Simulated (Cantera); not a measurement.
An adiabatic, constant-pressure homogeneous reactor starts with H2 : O2 : N2 = 1 : 1.32 : 4.95 (molar parts), at 1373 K and 21800 Torr. Integrator tolerance rtol = 1e-08.

Model: the H2/O2 subset of GRI-Mech 3.0, which has no nitrogen chemistry, integrated in Cantera. The hydrogen kinetics of GRI-Mech 3.0 are dated; newer H2 mechanisms differ, most at raised pressure. The pressure lies above the range GRI-Mech 3.0 was tuned for (to about 10 atm).

| quantity | before | after |
|---|---|---|
| time of steepest temperature rise | 6.10 µs | 0.597 µs |
| temperature at 0.300 s | 2324 K | 2497 K |
| equilibrium temperature | 2324 K | 2497 K |
| x(H2) at 0.300 s | 0.000187 (gas-phase equilibrium 0.000187) | 0.000457 (gas-phase equilibrium 0.000457) |
| x(O2) at 0.300 s | 0.120 (gas-phase equilibrium 0.120) | 0.119 (gas-phase equilibrium 0.119) |
| x(H) at 0.300 s | 2.80e-5 (gas-phase equilibrium 2.80e-5) | 9.94e-5 (gas-phase equilibrium 9.94e-5) |
| x(HO2) at 0.300 s | 1.61e-5 (gas-phase equilibrium 1.61e-5) | 2.58e-5 (gas-phase equilibrium 2.58e-5) |
| x(H2O) at 0.300 s | 0.146 (gas-phase equilibrium 0.146) | 0.144 (gas-phase equilibrium 0.144) |
| x(O) at 0.300 s | 0.000369 (gas-phase equilibrium 0.000369) | 0.000921 (gas-phase equilibrium 0.000921) |
| x(OH) at 0.300 s | 0.00363 (gas-phase equilibrium 0.00363) | 0.00644 (gas-phase equilibrium 0.00644) |

Question: Name the change that produced these shifts.
A. constant volume in place of constant pressure
B. H2 1 to 1.7 parts
C. O2 1.32 to 0.52 parts
D. initial temperature 1373 to 1575 K

Answer: D, initial temperature 1373 to 1575 K
